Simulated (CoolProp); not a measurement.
Vapour-liquid equilibrium of R113 (1) + n-hexane (2) at 328 K; x and y are mole fractions of (1).

Model: multi-fluid Helmholtz-energy mixture model, Marx 1992 and Thol 2019; pair parameters Bell 2016, in CoolProp.

```tsv
x	bubble pressure (kPa)	y at the bubble point	dew pressure at overall composition x (kPa)	liquid density (mol/L)
0.05	69.40	0.119	66.27	7.301
0.125	76.58	0.258	69.70	7.342
0.2	83.06	0.368	73.45	7.385
0.275	88.93	0.457	77.52	7.429
0.35	94.29	0.533	81.95	7.474
0.425	99.23	0.600	86.75	7.522
0.5	103.8	0.659	91.90	7.571
0.575	108.1	0.714	97.38	7.622
0.65	112.1	0.766	103.1	7.675
0.725	115.9	0.816	108.9	7.730
0.8	119.4	0.865	114.6	7.787
0.875	122.8	0.915	120.1	7.847
0.95	126.1	0.965	125.1	7.909
```

No azeotrope shows between x = 0.05 and 0.95.

Pair parameters are fitted to limited data, so mixtures are less certain than the pure fluids.
